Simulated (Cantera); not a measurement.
A closed system holds: 1 mol SiHCl3, 0.35 mol HCl, 11 mol H2, equilibrated at 1098 K and 20.0 mbar.

These are equilibrium values from Cantera (NASA tables, ideal gas, pure condensed phases), not measurements of a reactor. Candidate condensed phases: Si; 19 gas species. The tables' values for SiCl3 are old estimates; treat these amounts as uncertain. Kinetics and transport are ignored.

Base state: H2 0.889, HCl 0.0512, SiCl4 0.0395, SiHCl3 0.00999, SiCl2 0.00598, SiCl3 0.00410, SiH2Cl2 0.000302 (mole fractions); condensed: Si(s).

What changes in the equilibrium state with this change: temperature from 1098 K to 825 K?


| species | before | after |
|---|---|---|
| H2 | 0.889 | 0.926 |
| SiCl4 | 0.0395 | 0.0550 |
| SiHCl3 | 0.00999 | 0.0144 |
| HCl | 0.0512 | 0.00437 |
| SiCl2 | 0.00598 | 2.29e-5 |
| SiCl3 | 0.00410 | 0.000119 |
| SiH2Cl2 | 0.000302 | 0.000318 |
| Si(s), mol | 0.240 | 0.129 |
